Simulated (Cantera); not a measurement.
What does this Cantera script print?

```python
import numpy as np
import cantera as ct

gas_names = """
    CL CL2 H HCL H2 N NH NH2 NH3 N2 N2H2 N2H4 Si SiCL SiCL2 SiCL3 SiCL4 SiH SiHCL3 SiH2 SiH2CL2 SiH3
    SiH3CL SiH4 SiN Si2 Si2N Si3
""".split()
cond_names = """
    NH4CL(a) NH4CL(b) Si(cr) Si(L) Si3N4(a)
""".split()


# ... load() reads the species with a 1 bar reference pressure and builds the phases ...
atoms = {
    'SiHCl3': {'Si': 1, 'H': 1, 'CL': 3},
    'NH3': {'N': 1, 'H': 3},
    'N2': {'N': 2},
}
top_T = {'Si3N4(a)': 2400}  # K; cautious upper limits of use, not melting points


# ... equilibrate(T, P, feed) seeds the gas with the atoms and calls Mixture.equilibrate('TP', solver="vcs", rtol=1e-11, max_steps=5000) ...
results = []
feed = {'SiHCl3': 1, 'NH3': 22, 'N2': 5.6}  # mol
P = 15  # Pa
for T in [1448, 1498, 1548, 1598, 1648, 1698, 1748, 1798, 1848]:
    mix = equilibrate(T, P, feed)
    results.append((T, P, feed, dict(zip(mix.species_names, mix.species_moles))))

top = {s: max(r[3][s] / sum(r[3][g] for g in gas_names) for r in results) for s in gas_names}
cols = sorted((s for s in top if top[s] > 0.0001), key=lambda s: -top[s])[:6]
seen = [c for c in cond_names if any(r[3].get(c, 0) > 1e-12 for r in results)]
print("log10 of partial pressures in bar; condensed amounts in mol")
print(f"{'T/K':>10s}" + "".join(f"{s[:9]:>10s}" for s in cols + seen))
for T, P, feed, n in results:
    ng = sum(n[g] for g in gas_names)
    print(f"{T:10.4g}" + "".join(f"{np.log10(max(n[s] / ng * P / 1e5, 1e-99)):10.3f}" for s in cols)
          + "".join(f"{n.get(c, 0):10.4g}" for c in seen))
```

It prints:

```
log10 of partial pressures in bar; condensed amounts in mol
       T/K        H2        N2       HCL         H        Si     SiCL2    Si(cr)     Si(L)  Si3N4(a)
      1448    -4.024    -4.325    -5.146    -7.047    -8.841    -6.086         0         0    0.2396
      1498    -4.023    -4.323    -5.206    -6.776    -8.010    -5.896         0         0    0.1866
      1548    -4.027    -4.317    -5.217    -6.525    -7.498    -5.885    0.5352         0         0
      1598    -4.027    -4.318    -5.221    -6.288    -7.029    -5.879    0.5027         0         0
      1648    -4.029    -4.319    -5.227    -6.065    -6.589    -5.875     0.432         0         0
      1698    -4.032    -4.321    -5.233    -5.856    -6.183    -5.878         0    0.2776         0
      1748    -4.038    -4.324    -5.232    -5.660    -5.840    -5.906         0         0         0
      1798    -4.045    -4.327    -5.187    -5.476    -5.741    -6.067         0         0         0
      1848    -4.054    -4.331    -5.157    -5.303    -5.672    -6.269         0         0         0
```

Equilibrium computed with Cantera from the NASA thermochemical tables; the gas is ideal and each condensed phase is pure. The tables' values for SiCl, SiN, SiCl3 are old estimates; treat these amounts as uncertain. Gases not in the tables: Si2H6 and higher silanes.
